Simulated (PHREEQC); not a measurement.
Make-up at 53 °C: 87 mmol/kgw MgCl2, 1.3 mmol/kgw Na2SO4 and 7.2 mmol/kgw MgSO4. Closed to the air; pH follows from the charge balance.

Computed with PHREEQC (ion-association model, wateq4f.dat).

Task: The ionic strength comes out as 0.269 mol/kgw. What activity coefficients do H+, Cl-, MgOH+, SO4-2, Na+ get?

Result: H+ 0.78, Cl- 0.68, MgOH+ 0.74, SO4-2 0.25, Na+ 0.72.

No solid was allowed to form. At this temperature some constants are extrapolated from 25 °C, and those without enthalpy data are left unchanged.
